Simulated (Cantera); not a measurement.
What does this Cantera script print?

```python
import numpy as np
import cantera as ct

gas = ct.Solution("h2o2.yaml")
gas.TPX = 375, 12000, {'H2': 1, 'O2': 0.82, 'N2': 3.08}
flame = ct.FreeFlame(gas, width=0.18)
flame.set_refine_criteria(ratio=3, slope=0.08, curve=0.16)
flame.transport_model = "mixture-averaged"
flame.solve(loglevel=0, auto=True)
z, T = flame.grid, flame.T
thick = (T[-1] - T[0]) / np.gradient(T, z).max()
show = ['H2', 'O2', 'HO2', 'H2O', 'O', 'H']
print(f"laminar burning velocity  {flame.velocity[0] * 100:.3f} cm/s")
print(f"burnt temperature         {T[-1]:.1f} K")
print(f"thermal thickness         {thick * 1e3:.4f} mm")
print(f"grid points               {len(z)}")
z0 = z[flame.heat_release_rate.argmax()]
print(f"{'z/mm':>9s}{'T/K':>9s}{'u/(m/s)':>9s}" + "".join(f"{s:>11s}" for s in show))
rows = []
for k in (-3, -2, -1.5, -1, -0.5, -0.25, 0, 0.25, 0.5, 1, 2, 4, 8):
    zz = z0 + k * thick
    rows.append([k * thick, np.interp(zz, z, T), np.interp(zz, z, flame.velocity),
                 *(np.interp(zz, z, flame.X[gas.species_index(s)]) for s in show)])
    print(f"{rows[-1][0] * 1e3:9.3f}{rows[-1][1]:9.1f}{rows[-1][2]:9.3f}" + "".join(f"{x:11.3e}" for x in rows[-1][3:]))
```

Output:

```
laminar burning velocity  166.349 cm/s
burnt temperature         1903.5 K
thermal thickness         5.7649 mm
grid points               117
     z/mm      T/K  u/(m/s)         H2         O2        HO2        H2O          O          H
  -17.295    375.0    1.663  2.041e-01  1.673e-01  8.542e-14  5.043e-13  1.501e-14  4.685e-17
  -11.530    375.0    1.663  2.041e-01  1.673e-01  8.755e-12  4.469e-11  1.006e-12  3.218e-15
   -8.647    375.0    1.663  2.041e-01  1.673e-01  2.170e-10  9.616e-10  1.665e-11  5.921e-14
   -5.765    375.0    1.663  2.039e-01  1.674e-01  4.409e-08  1.432e-07  1.339e-09  6.649e-11
   -2.882    387.8    1.707  1.974e-01  1.685e-01  7.118e-05  4.916e-04  1.682e-06  1.690e-05
   -1.441    604.5    2.595  1.625e-01  1.647e-01  5.734e-05  1.897e-02  1.021e-04  3.338e-03
    0.000    977.2    4.081  8.491e-02  1.353e-01  2.142e-05  8.749e-02  3.532e-03  2.161e-02
    1.441   1238.0    5.129  2.603e-02  9.200e-02  1.155e-05  1.619e-01  1.051e-02  3.258e-02
    2.882   1366.4    5.636  1.515e-02  8.033e-02  8.481e-06  1.813e-01  1.224e-02  2.839e-02
    5.765   1498.6    6.138  1.301e-02  7.656e-02  6.449e-06  1.904e-01  1.108e-02  1.981e-02
   11.530   1623.9    6.599  1.064e-02  7.429e-02  4.830e-06  1.990e-01  8.670e-03  1.191e-02
   23.060   1733.2    6.992  7.446e-03  7.282e-02  3.373e-06  2.076e-01  5.815e-03  5.897e-03
   46.119   1813.9    7.275  4.333e-03  7.224e-02  2.128e-06  2.147e-01  3.285e-03  2.337e-03
```

Detailed kinetics in Cantera: the H2/O2 subset of GRI-Mech 3.0, which has no nitrogen chemistry. Burning velocities carry a grid error of a few per cent, more on coarse grids. Lean hydrogen flames are cellular in practice and burn faster than this planar one.
